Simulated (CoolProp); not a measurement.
Vapour-liquid equilibrium of carbon dioxide (1) + ethane (2) at 244 K; x and y are mole fractions of (1).

Model: multi-fluid Helmholtz-energy mixture model, Span 1996 and Bücker 2006; pair parameters Kunz 2012, in CoolProp.

```tsv
x	bubble pressure, mixture model (MPa)	bubble pressure, Raoult's law (MPa)	y, mixture model	y, Raoult's law
0.05	1.205	1.111	0.119	0.066
0.2	1.474	1.167	0.350	0.252
0.35	1.644	1.224	0.485	0.420
0.5	1.735	1.280	0.578	0.574
0.65	1.766	1.337	0.655	0.714
0.8	1.736	1.394	0.741	0.843
0.95	1.583	1.450	0.899	0.962
```

The largest gap from Raoult's law is +35.5 % in bubble pressure, at x = 0.5. y crosses x between x = 0.65 and 0.8: the model has an azeotrope there.

The pair parameters rest on a limited set of measurements; away from them the model extrapolates.
